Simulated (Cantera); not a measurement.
**Equilibrium for thermal oxidation and active oxidation of silicon: Si + CO2 + H2 + O2**

A closed system holds: 1 mol Si, 3.5 mol CO2, 330 mol H2, 0.0013 mol O2, held at 7.50 Torr.

Method: chemical equilibrium by Gibbs-energy minimisation in Cantera with the NASA 1993 tables (ideal gas, pure condensed phases). Candidate condensed phases: C, C6H6, C7H8, C8H18, H2O, Si, SiC, SiO2; 123 gas species. The tables hold silica as quartz up to 1696 K and as liquid above; real silica turns to tridymite and cristobalite and melts near 1996 K. Kinetics and transport are ignored.

From 948 K to 1648 K the condensed part is SiO2(β-quartz). From 1748 K to 2148 K nothing is condensed.

```
T (K)   x H2       x H    x CO    x H2O     x SiO    x CO2      x OH     x CH4  n SiO2(β-quartz)
-----  -----  --------  ------  -------  --------  -------  --------  --------  ----------------
948    0.985   5.20e-9  0.0104  0.00446    <1e-12  8.49e-5    <1e-12   3.70e-5              1.00
1048   0.985   7.67e-8  0.0104  0.00445    <1e-12  5.60e-5  1.09e-12   2.45e-6              1.00
1148   0.985   7.11e-7  0.0105  0.00447  5.70e-11  4.01e-5  1.93e-11   2.56e-7              1.00
1248   0.985   4.63e-6  0.0105  0.00448   5.64e-9  3.05e-5  2.15e-10   3.83e-8             1.000
1348   0.985   2.30e-5  0.0105  0.00448   2.78e-7  2.43e-5   1.68e-9   7.60e-9             1.000
1448   0.985   9.15e-5  0.0105  0.00449   7.90e-6  2.02e-5   9.93e-9   1.88e-9             0.997
1548   0.984  0.000306  0.0105  0.00463  0.000140  1.77e-5   4.80e-8  5.44e-10             0.953
1648   0.981  0.000882  0.0105  0.00587   0.00139  1.95e-5   2.37e-7  1.47e-10             0.534
1748   0.977   0.00226  0.0104  0.00745   0.00299  2.20e-5   1.00e-6  4.46e-11                 0
1848   0.974   0.00523  0.0104  0.00744   0.00298  1.98e-5   2.94e-6  1.93e-11                 0
1948   0.968    0.0111  0.0104  0.00741   0.00297  1.81e-5   7.70e-6  9.02e-12                 0
2048   0.957    0.0219  0.0103  0.00736   0.00296  1.67e-5   1.84e-5  4.49e-12                 0
2148   0.939    0.0404  0.0102  0.00727   0.00293  1.55e-5   4.03e-5  2.33e-12                 0
```
x: gas mole fraction; n: condensed amount in mol.
